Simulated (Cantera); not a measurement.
A Cantera script and its output.

```python
import numpy as np
import cantera as ct

gas = ct.Solution("gri30.yaml")
gas.TPX = 1375, 12000, {'H2': 0.92, 'O2': 1, 'N2': 1.4}
inlet = ct.Reservoir(gas, clone=True)

reactor = ct.IdealGasConstPressureReactor(gas, energy="off", clone=False)
exhaust = ct.Reservoir(gas, clone=True)
tau = [0.33, 0.14, 0.063, 0.028, 0.012, 0.0053, 0.0023, 0.001, 0.00045, 0.0002][0]
for a, b in ((inlet, reactor), (reactor, exhaust)):
    ct.MassFlowController(a, b, mdot=lambda t: reactor.mass / tau)
net = ct.ReactorNet([reactor])
show = ['H2', 'O2', 'HO2', 'N2O', 'H', 'NO']

rows = []
print(f"{'tau/s':>10s}{'T/K':>9s}" + "".join(f"{s:>11s}" for s in show))
for tau in [0.33, 0.14, 0.063, 0.028, 0.012, 0.0053, 0.0023, 0.001, 0.00045, 0.0002]:
    net.initial_time = 0.0
    net.advance(30 * tau)
    before = gas.X
    net.advance(40 * tau)
    drift = np.max(np.abs(gas.X - before) / (gas.X + 1e-9))
    rows.append([gas.T, *gas[show].X, drift])
    print(f"{tau:10.3e}{gas.T:9.1f}" + "".join(f"{x:11.3e}" for x in gas[show].X))
```

Result:

```
     tau/s      T/K         H2         O2        HO2        N2O          H         NO
 3.300e-01   1375.0  5.705e-04  1.882e-01  6.705e-06  1.124e-07  1.271e-04  6.534e-07
 1.400e-01   1375.0  1.005e-03  1.880e-01  9.821e-06  9.122e-08  3.016e-04  7.101e-07
 6.300e-02   1375.0  1.694e-03  1.878e-01  1.322e-05  7.352e-08  6.713e-04  9.169e-07
 2.800e-02   1375.0  2.857e-03  1.874e-01  1.680e-05  5.812e-08  1.502e-03  1.346e-06
 1.200e-02   1375.0  4.873e-03  1.869e-01  2.017e-05  4.484e-08  3.443e-03  2.134e-06
 5.300e-03   1375.0  8.010e-03  1.864e-01  2.262e-05  3.452e-08  7.502e-03  3.323e-06
 2.300e-03   1375.0  1.292e-02  1.858e-01  2.400e-05  2.619e-08  1.597e-02  4.946e-06
 1.000e-03   1375.0  1.981e-02  1.854e-01  2.409e-05  1.978e-08  3.144e-02  6.489e-06
 4.500e-04   1375.0  2.806e-02  1.855e-01  2.314e-05  1.513e-08  5.327e-02  6.826e-06
 2.000e-04   1375.0  3.820e-02  1.874e-01  2.171e-05  1.157e-08  7.662e-02  5.312e-06
```

Detailed kinetics in Cantera: GRI-Mech 3.0 (53 species, 325 reactions). The temperature is held fixed by assumption; the heat of reaction is taken as removed at once.
